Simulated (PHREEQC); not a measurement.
A solution holds 0.0055 mol/kgw KOH, 3e-07 mol/kgw H4SiO4 and 6e-05 mol/kgw CuSO4, at 25 °C. Closed to the air; pH follows from the charge balance.

The numbers come from PHREEQC with the ion-association model, wateq4f.dat.

Precipitation was switched off in this run.

### Question
Order these Si species by the share of Si that they hold, largest first: H3SiO4-, H4SiO4, H2SiO4-2.

### Answer
H3SiO4- (95 %), H2SiO4-2 (4.0 %), H4SiO4 (1.2 %)

The pH is 11.70 and the ionic strength 0.00556 mol/kgw. Saturation is exceeded, for instance for Cu(OH)2, Tenorite (slow to form); the values hold only as long as no solid forms. Species that the database lacks are ignored. The database's constant for dissolved Cu(OH)2 is higher than later reviews accept.
